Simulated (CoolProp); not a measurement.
Aqueous lithium chloride as a coolant, 7 % by mass, freezing at -7.7 °C, 1 atm.

Model: Melinder's fits for secondary coolants, in CoolProp.

| T (°C) | conductivity (W/(m K)) | Prandtl number | cp (kJ/(kg K)) | density (kg/m³) |
|---|---|---|---|---|
| -4.3 | 0.541 | 17.6 | (withheld) | 1042 |
| -0.3 | 0.548 | 15.2 | (withheld) | 1042 |
| 3.7 | 0.554 | 13.3 | 3.802 | 1041 |
| 7.6 | 0.561 | 11.8 | 3.804 | 1041 |
| 11.6 | 0.567 | 10.5 | 3.807 | (withheld) |
| 15.6 | 0.574 | 9.36 | (withheld) | 1039 |
| 19.6 | 0.580 | (withheld) | 3.814 | 1039 |
| 23.6 | 0.586 | 7.62 | 3.817 | 1038 |
| 27.5 | 0.592 | (withheld) | 3.821 | 1036 |
| 31.5 | 0.598 | 6.32 | 3.825 | 1035 |

Question: What belongs in the gaps?

Answer: 
- -4.3, cp (kJ/(kg K)): 3.798
- -0.3, cp (kJ/(kg K)): 3.800
- 11.6, density (kg/m³): 1040
- 15.6, cp (kJ/(kg K)): 3.810
- 19.6, Prandtl number: 8.43
- 27.5, Prandtl number: 6.94
